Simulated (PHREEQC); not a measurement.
2.9 g of hydrous ferric oxide (600 m²/g; 0.2 weak and 0.005 strong sites per Fe, Dzombak-Morel constants, diffuse double layer) in 1 kg of water with 0.005 mol/kgw of an inert sodium salt and 0.00016 mol CaCl2, at 25 °C; the pH is set by adding NaOH or the inert anion's acid. Oxygen is held at 0.21 atm. The system is closed to CO2. Precipitation was switched off in this run.

Model: ion-association model, wateq4f.dat, run in PHREEQC.

Problem. Predict surface charge σ (C/m²) at pH = 4, 4.75, 5.12, 6.25.

Solution. 
| pH | surface charge σ (C/m²) |
|---|---|
| 4 | 0.200 |
| 4.75 | 0.119 |
| 5.12 | 0.089 |
| 6.25 | 0.031 |
